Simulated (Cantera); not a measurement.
Cantera run, input and output.

```python
import numpy as np
import cantera as ct

gas = ct.Solution("gri30.yaml")
gas.TPX = 1800, 61000, {'CH4': 1, 'H2': 0.32, 'O2': 0.9, 'N2': 3.38, 'CO2': 0.035}
reactor = ct.IdealGasReactor(gas, energy="on", clone=False)
net = ct.ReactorNet([reactor])
net.rtol, net.atol = 1e-08, 1e-16
show = ['CH4', 'H2', 'O2', 'HCO', 'CH2', 'C2H2']
times = np.geomspace(7e-06, 10, 15)

steps = ct.SolutionArray(gas, extra=["t"])
rows = []
print(f"{'t/s':>10s}{'T/K':>9s}{'P/Pa':>11s}" + "".join(f"{s:>11s}" for s in show))
for t in times:
    while net.time < t:
        t_next = net.step()
        steps.append(gas.state, t=t_next)
    rows.append([np.interp(t, steps.t, y) for y in (steps.T, steps.P, *steps(*show).X.T)])
    print(f"{t:10.3e}{rows[-1][0]:9.1f}{rows[-1][1]:11.4g}" + "".join(f"{x:11.3e}" for x in rows[-1][2:]))
rate = np.gradient(steps.T, steps.t)
print("integrator steps:", len(steps.t))
if steps.T.max() > steps.T[0] + 200:
    print(f"time of steepest temperature rise: {steps.t[rate.argmax()]:.4e} s")
gas.TPX = 1800, 61000, {'CH4': 1, 'H2': 0.32, 'O2': 0.9, 'N2': 3.38, 'CO2': 0.035}
gas.equilibrate("UV")
print(f"equilibrium (UV): T = {gas.T:.1f} K  " + "  ".join(f"{s} {gas[s].X[0]:.3e}" for s in show))
```

Result:

```
       t/s      T/K       P/Pa        CH4         H2         O2        HCO        CH2       C2H2
 7.000e-06   1799.5  6.099e+04  1.773e-01  5.681e-02  1.597e-01  7.421e-10  1.701e-09  6.262e-11
 1.926e-05   1798.8  6.097e+04  1.769e-01  5.682e-02  1.595e-01  1.842e-08  2.097e-08  8.129e-09
 5.301e-05   1802.3  6.113e+04  1.729e-01  5.694e-02  1.576e-01  1.209e-06  6.340e-07  2.678e-06
 1.459e-04   2872.8  1.163e+05  6.245e-04  2.101e-01  2.398e-05  5.944e-06  1.072e-04  3.349e-03
 4.015e-04   2769.0   1.14e+05  3.848e-11  2.163e-01  5.851e-05  4.788e-07  1.950e-11  2.131e-13
 1.105e-03   2748.8  1.133e+05  2.191e-11  2.149e-01  6.950e-05  4.835e-07  1.292e-11  1.104e-13
 3.040e-03   2749.2  1.134e+05  2.165e-11  2.148e-01  6.998e-05  4.840e-07  1.281e-11  1.091e-13
 8.367e-03   2749.3  1.134e+05  2.161e-11  2.148e-01  7.005e-05  4.841e-07  1.280e-11  1.089e-13
 2.302e-02   2749.3  1.134e+05  2.161e-11  2.148e-01  7.005e-05  4.841e-07  1.280e-11  1.089e-13
 6.336e-02   2749.3  1.134e+05  2.161e-11  2.148e-01  7.005e-05  4.841e-07  1.280e-11  1.089e-13
 1.744e-01   2749.3  1.134e+05  2.161e-11  2.148e-01  7.005e-05  4.841e-07  1.280e-11  1.089e-13
 4.798e-01   2749.3  1.134e+05  2.161e-11  2.148e-01  7.005e-05  4.841e-07  1.280e-11  1.089e-13
 1.320e+00   2749.3  1.134e+05  2.161e-11  2.148e-01  7.005e-05  4.841e-07  1.280e-11  1.089e-13
 3.634e+00   2749.3  1.134e+05  2.161e-11  2.148e-01  7.005e-05  4.841e-07  1.280e-11  1.089e-13
 1.000e+01   2749.3  1.134e+05  2.161e-11  2.148e-01  7.005e-05  4.841e-07  1.280e-11  1.089e-13
integrator steps: 1671
time of steepest temperature rise: 1.2105e-04 s
equilibrium (UV): T = 2749.3 K  CH4 2.411e-11  H2 2.148e-01  O2 7.005e-05  HCO 4.841e-07  CH2 1.365e-11  C2H2 1.180e-13
```

Cantera simulation using GRI-Mech 3.0 (53 species, 325 reactions); the numbers are that mechanism's predictions, not measurements.
